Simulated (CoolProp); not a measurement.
A closed Brayton cycle with dry air: compressor inlet 319.15 K and 6.5 MPa, high pressure 20.7 MPa, turbine inlet 640 K, compressor efficiency 0.8, turbine efficiency 0.85, recuperator effectiveness 0.8 (on enthalpy, no pinch check). Each further row changes one setting.

Computed with CoolProp (reference Helmholtz-energy equation of state, Lemmon 2000). It is a pseudo-pure fit of the blend.

| case | thermal efficiency (%) | net work (kJ/kg) | compressor to turbine work | compressor exit (K) | turbine exit (K) |
|---|---|---|---|---|---|
| as stated | -0.7 | -1.24 | 1.0 | 476.4 | 490.0 |
| turbine inlet 590 K | -11.4 | -14.3 | 1.1 | 476.4 | 450.1 |
| compressor inlet 329.15 K | -4.1 | -6.70 | 1.0 | 491.1 | 490.0 |
| high pressure 17.6 MPa | 3.6 | 5.76 | 0.96 | 451.2 | 508.5 |
| recuperator effectiveness 0.5 | -0.7 | -1.24 | 1.0 | 476.4 | 490.0 |
